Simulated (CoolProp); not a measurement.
Aqueous ethanol as a coolant, 36 % by mass, freezing at -25.9 °C, 1 atm.

Values from CoolProp's Melinder's fits for secondary coolants.

```csv
T (°C),cp (kJ/(kg K)),Prandtl number,viscosity (mPa s),conductivity (W/(m K))
-3.4,3.979,92.2,8.53,0.368
0.1,4.002,76.0,7.03,0.370
3.7,4.025,63.0,5.82,0.372
7.2,4.045,53.1,4.90,0.374
10.8,4.064,44.9,4.15,0.375
14.4,4.082,38.3,3.54,0.377
17.9,4.099,33.1,3.07,0.379
21.5,4.115,28.8,2.66,0.381
25,4.129,25.2,2.34,0.383
28.6,4.143,22.2,2.06,0.385
32.1,4.156,19.7,1.83,0.386
35.7,4.168,17.6,1.63,0.388
39.2,4.180,15.7,1.47,0.390
```
